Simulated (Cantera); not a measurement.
Charge: 1 mol FeS2, 3.7 mol H2S, 14 mol N2, at 10.0 mbar.

Equilibrium computed with Cantera from the NASA thermochemical tables; the gas is ideal and each condensed phase is pure. Candidate condensed phases: Fe, FeS, FeS2, S; 16 gas species. FeS: taken at fixed stoichiometry. Gases not in the tables: S3 to S7. Kinetics and transport are ignored. All values below are at 750 °C.

Base state: N2 0.747, H2S 0.141, H2 0.0565, S2 0.0549, SH 5.59e-5 (mole fractions); condensed: FeS(s).

**Question.** What changes in the equilibrium state with this change: H2S from 3.7 to 0.18 mol?

**Answer.** 
```
species       before    after
-----------  -------  -------
N2             0.747    0.952
S2            0.0549   0.0360
H2S            0.141  0.00818
H2            0.0565  0.00405
SH           5.59e-5  1.21e-5
FeS(s), mol     1.00     1.00
```
